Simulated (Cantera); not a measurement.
What does this Cantera script print?

```python
import numpy as np
import cantera as ct

gas_names = """
    H HNO HNO2 HNO3 HO2 H2 H2O H2O2 N NH NH2 NH3 NH2OH NO NO2 NO3 N2 N2H2 N2H4 N2O O OH O2 O3 Si SiH
    SiH2 SiH3 SiH4 SiN SiO SiO2 Si2 Si2N Si3
""".split()
cond_names = """
    H2O(s) H2O(L) Si(cr) Si(L) SiO2(Lqz) SiO2(hqz) SiO2(L) Si2N2O(s) Si3N4(a)
""".split()


# ... load() reads the species with a 1 bar reference pressure and builds the phases ...
atoms = {
    'SiH4': {'Si': 1, 'H': 4},
    'H2O': {'H': 2, 'O': 1},
    'N2': {'N': 2},
}
top_T = {'Si2N2O(s)': 2100, 'Si3N4(a)': 2400}  # K; cautious upper limits of use, not melting points


# ... equilibrate(T, P, feed) seeds the gas with the atoms and calls Mixture.equilibrate('TP', solver="vcs", rtol=1e-11, max_steps=5000) ...
results = []
feed = {'SiH4': 1, 'H2O': 5, 'N2': 18}  # mol
T = 1950  # K
P = 13332.2  # Pa
mix = equilibrate(T, P, feed)
results.append((T, P, feed, dict(zip(mix.species_names, mix.species_moles))))
print(gas.report(threshold=0.001))
for i in range(1, mix.n_phases):
    print(f"{mix.phase(i).name:16s} {mix.phase_moles(i):12.5e} mol")
```

Result:

```
       temperature   1950 K
          pressure   13332 Pa
           density   0.018626 kg/m^3
  mean mol. weight   22.651 kg/kmol
   phase of matter   gas

                          1 kg             1 kmol
                     ---------------   ---------------
          enthalpy        1.1891e+06        2.6934e+07  J
   internal energy        4.7328e+05         1.072e+07  J
           entropy             11734        2.6579e+05  J/K
    Gibbs function       -2.1692e+07       -4.9136e+08  J
 heat capacity c_p            1653.1             37444  J/K
 heat capacity c_v              1286             29130  J/K

                      mass frac. Y      mole frac. X     chem. pot. / RT
                     ---------------   ---------------   ---------------
                 H        5.5699e-05         0.0012516           -11.627
                H2          0.014146           0.15894           -23.254
               H2O          0.095525           0.12011            -46.41
                N2           0.88957           0.71928             -29.2
     [  +31 minor]        0.00069867        0.00041372

Si(L)             0.00000e+00 mol
SiO2(L)           9.91958e-01 mol
Si2N2O(s)         0.00000e+00 mol
Si3N4(a)          0.00000e+00 mol
```

Equilibrium computed with Cantera from the NASA thermochemical tables; the gas is ideal and each condensed phase is pure. The tables hold silica as quartz up to 1696 K and as liquid above; real silica turns to tridymite and cristobalite and melts near 1996 K. Gases not in the tables: Si(OH)4.
